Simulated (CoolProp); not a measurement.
R141b along the isotherm 500 K: Z from the reference equation and from simpler models built on Tc = 477.5 K, pc = 4212 kPa, ω = 0.220; each cubic takes its own stable root.

Values from CoolProp's reference Helmholtz-energy equation of state, Lemmon 2006. It is a short technical equation, of lower accuracy than the large ones.

| p (kPa) | phase | reference | van der Waals | Redlich-Kwong | Soave-Redlich-Kwong | Peng-Robinson |
|---|---|---|---|---|---|---|
| 2810 | gas | 0.7760 | 0.7862 | 0.7689 | 0.7752 | 0.7534 |
| 5620 | supercritical | 0.3534 | 0.3681 | 0.3634 | 0.4010 | 0.3754 |
| 8420 | supercritical | 0.3327 | 0.4390 | 0.3773 | 0.3879 | 0.3533 |
| 11200 | supercritical | 0.4030 | 0.5379 | 0.4482 | 0.4562 | 0.4132 |
| 14000 | supercritical | 0.4772 | 0.6386 | 0.5228 | 0.5299 | 0.4788 |
| 16800 | supercritical | 0.5513 | 0.7382 | 0.5970 | 0.6036 | 0.5447 |
| 19700 | supercritical | 0.6271 | 0.8400 | 0.6728 | 0.6791 | 0.6123 |
| 22500 | supercritical | 0.6992 | 0.9371 | 0.7448 | 0.7509 | 0.6768 |
| 25300 | supercritical | 0.7704 | 1.033 | 0.8158 | 0.8218 | 0.7404 |
| 28100 | supercritical | 0.8407 | 1.128 | 0.8859 | 0.8917 | 0.8033 |
| 30900 | supercritical | 0.9100 | 1.222 | 0.9550 | 0.9607 | 0.8655 |
| 33700 | supercritical | 0.9787 | 1.315 | 1.023 | 1.029 | 0.9270 |
| 36500 | supercritical | 1.047 | 1.407 | 1.091 | 1.097 | 0.9879 |
| 39300 | supercritical | 1.114 | 1.499 | 1.158 | 1.164 | 1.048 |
| 42100 | supercritical | 1.180 | 1.590 | 1.225 | 1.230 | 1.108 |
